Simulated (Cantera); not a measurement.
# Premixed flame

A freely propagating, adiabatic, planar premixed flame of 8.35 % CO, 4.93 % H₂, 3.26 % CH₄, 13.1 % O₂, 49.5 % N₂, 20.9 % H₂O, equivalence ratio 1.0, unburnt at 575 K and 10.0 bar; mixture-averaged transport, grid criteria slope 0.08 and curve 0.16, no radiation.

Computed with Cantera and GRI-Mech 3.0 (53 species, 325 reactions). Burning velocities carry a grid error of a few per cent, more on coarse grids.

```
z (mm)   T (K)  u (m/s)     x CO     x H₂    x CH₄     x CO₂    x C₂H     x O₂
-------  -----  -------  -------  -------  -------  --------  -------  -------
-0.304     576    0.344   0.0837   0.0471   0.0326   3.19e-6    <1e-8    0.131
-0.202     582    0.347   0.0839   0.0435   0.0326   5.27e-5    <1e-8    0.132
-0.152     602    0.358   0.0838   0.0393   0.0322  0.000302    <1e-8    0.131
-0.101     685    0.405   0.0825   0.0323   0.0303   0.00192    <1e-8    0.127
-0.0506   1042    0.612   0.0740   0.0217   0.0211    0.0150    <1e-8    0.102
-0.0253   1397    0.815   0.0631   0.0159   0.0110    0.0354    <1e-8   0.0723
0         1753     1.01   0.0453   0.0107  0.00193    0.0668  1.11e-8   0.0382
0.0253    1933     1.10   0.0258  0.00760  6.61e-5    0.0931    <1e-8   0.0195
0.0506    2012     1.14   0.0158  0.00623  1.66e-6     0.105    <1e-8   0.0128
0.101     2078     1.17  0.00923  0.00465    <1e-8     0.113    <1e-8  0.00808
0.202     2119     1.19  0.00592  0.00319    <1e-8     0.117    <1e-8  0.00530
0.405     2142     1.20  0.00413  0.00226    <1e-8     0.119    <1e-8  0.00381
0.810     2151     1.21  0.00332  0.00183    <1e-8     0.120    <1e-8  0.00316
```
x: mole fraction of selected species; z is measured from the peak of heat release.

```
Property                     Result
------------------------  ---------
laminar burning velocity  34.4 cm/s
thermal thickness          0.101 mm
peak x(C₂H)                 1.63e-8
grid points                     129
```
